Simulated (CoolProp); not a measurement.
Properties of methane along the isobar 5.01 MPa (Tc = 190.6 K, pc = 4.599 MPa, ω = 0.011).

Values from CoolProp's reference Helmholtz-energy equation of state, Setzmann 1991.

```json
[
 {"T (K)": "165.4", "phase": "liquid", "density (kg/m³)": "335.2", "cp (kJ/(kg K))": "4.253", "cv (kJ/(kg K))": "1.893", "expansivity (1/kK)": "6.918", "conductivity (mW/(m K))": "115"},
 {"T (K)": "189.1", "phase": "liquid", "density (kg/m³)": "248.7", "cp (kJ/(kg K))": "9.234", "cv (kJ/(kg K))": "2.014", "expansivity (1/kK)": "31.38", "conductivity (mW/(m K))": "79.0"},
 {"T (K)": "212.7", "phase": "supercritical", "density (kg/m³)": "66.95", "cp (kJ/(kg K))": "4.130", "cv (kJ/(kg K))": "1.820", "expansivity (1/kK)": "15.25", "conductivity (mW/(m K))": "33.8"},
 {"T (K)": "236.3", "phase": "supercritical", "density (kg/m³)": "51.45", "cp (kJ/(kg K))": "3.061", "cv (kJ/(kg K))": "1.733", "expansivity (1/kK)": "8.580", "conductivity (mW/(m K))": "32.8"},
 {"T (K)": "260", "phase": "supercritical", "density (kg/m³)": "43.29", "cp (kJ/(kg K))": "2.740", "cv (kJ/(kg K))": "1.719", "expansivity (1/kK)": "6.284", "conductivity (mW/(m K))": "34.3"},
 {"T (K)": "283.6", "phase": "supercritical", "density (kg/m³)": "?", "cp (kJ/(kg K))": "2.611", "cv (kJ/(kg K))": "1.737", "expansivity (1/kK)": "5.078", "conductivity (mW/(m K))": "?"},
 {"T (K)": "307.3", "phase": "supercritical", "density (kg/m³)": "33.94", "cp (kJ/(kg K))": "2.562", "cv (kJ/(kg K))": "1.775", "expansivity (1/kK)": "4.312", "conductivity (mW/(m K))": "?"},
 {"T (K)": "330.9", "phase": "supercritical", "density (kg/m³)": "30.86", "cp (kJ/(kg K))": "2.558", "cv (kJ/(kg K))": "1.828", "expansivity (1/kK)": "3.778", "conductivity (mW/(m K))": "42.2"},
 {"T (K)": "354.6", "phase": "supercritical", "density (kg/m³)": "28.35", "cp (kJ/(kg K))": "2.582", "cv (kJ/(kg K))": "1.891", "expansivity (1/kK)": "?", "conductivity (mW/(m K))": "45.5"}
]
```

Task: What belongs in the gaps?

Result: 
- 283.6, density (kg/m³): 37.91
- 283.6, conductivity (mW/(m K)): 36.5
- 307.3, conductivity (mW/(m K)): 39.2
- 354.6, expansivity (1/kK): 3.377

Thermal conductivity comes from a separate model (Friend 1989).
